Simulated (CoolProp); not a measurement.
Saturation properties of R245fa (Tc = 427.0 K, pc = 3.651 MPa, ω = 0.378).

Values from CoolProp's reference Helmholtz-energy equation of state, Akasaka 2015.

```json
[
 {"T (K)": "267.4", "p (MPa)": "0.04072", "vapour density (kg/m³)": "2.511", "liquid viscosity (µPa s)": "577", "liquid conductivity (mW/(m K))": "101"},
 {"T (K)": "276.3", "p (MPa)": "0.06137", "vapour density (kg/m³)": "3.691", "liquid viscosity (µPa s)": "515", "liquid conductivity (mW/(m K))": "98.6"},
 {"T (K)": "285.1", "p (MPa)": "0.08935", "vapour density (kg/m³)": "5.257", "liquid viscosity (µPa s)": "462", "liquid conductivity (mW/(m K))": "95.9"},
 {"T (K)": "294", "p (MPa)": "0.1271", "vapour density (kg/m³)": "7.335", "liquid viscosity (µPa s)": "415", "liquid conductivity (mW/(m K))": "93.2"},
 {"T (K)": "302.8", "p (MPa)": "0.1759", "vapour density (kg/m³)": "9.983", "liquid viscosity (µPa s)": "374", "liquid conductivity (mW/(m K))": "90.6"},
 {"T (K)": "311.7", "p (MPa)": "0.2389", "vapour density (kg/m³)": "13.38", "liquid viscosity (µPa s)": "337", "liquid conductivity (mW/(m K))": "87.9"},
 {"T (K)": "320.5", "p (MPa)": "0.3172", "vapour density (kg/m³)": "17.59", "liquid viscosity (µPa s)": "305", "liquid conductivity (mW/(m K))": "85.4"},
 {"T (K)": "329.4", "p (MPa)": "0.4150", "vapour density (kg/m³)": "22.87", "liquid viscosity (µPa s)": "275", "liquid conductivity (mW/(m K))": "82.8"},
 {"T (K)": "338.2", "p (MPa)": "0.5328", "vapour density (kg/m³)": "29.29", "liquid viscosity (µPa s)": "249", "liquid conductivity (mW/(m K))": "80.2"},
 {"T (K)": "347.1", "p (MPa)": "0.6761", "vapour density (kg/m³)": "37.25", "liquid viscosity (µPa s)": "225", "liquid conductivity (mW/(m K))": "77.7"},
 {"T (K)": "355.9", "p (MPa)": "0.8448", "vapour density (kg/m³)": "46.86", "liquid viscosity (µPa s)": "203", "liquid conductivity (mW/(m K))": "75.1"}
]
```

It boils at 288.2 K under 1 atm.

Viscosity comes from a separate model (Bell 2016), an estimate that may be off by 10 % or more. Thermal conductivity comes from a separate model (Huber 2003), an estimate that may be off by 10 % or more.
